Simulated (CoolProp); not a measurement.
Vapour-liquid equilibrium of fluoroethane (R161) (1) + R134a (2) at 17.3 kPa; x and y are mole fractions of (1).

Computed with CoolProp (multi-fluid Helmholtz-energy mixture model, Wu 2012 and Tillner-Roth 1994; pair parameters Bell 2016).

```
x     bubble temperature (K)  y at the bubble point  dew temperature at overall composition x (K)  liquid density (mol/L)
----  ----------------------  ---------------------  --------------------------------------------  ----------------------
0.05                   213.9                  0.084                                         214.1                   14.57
0.2                    212.1                  0.313                                         213.0                   15.03
0.35                   210.4                  0.509                                         211.8                   15.52
0.5                    208.6                  0.671                                         210.5                   16.03
0.65                   206.9                  0.801                                         208.9                   16.57
0.8                    205.2                  0.903                                         206.9                   17.14
0.95                   203.7                  0.979                                         204.3                   17.73
```

No azeotrope shows between x = 0.05 and 0.95.

Pair parameters are fitted to limited data, so mixtures are less certain than the pure fluids.
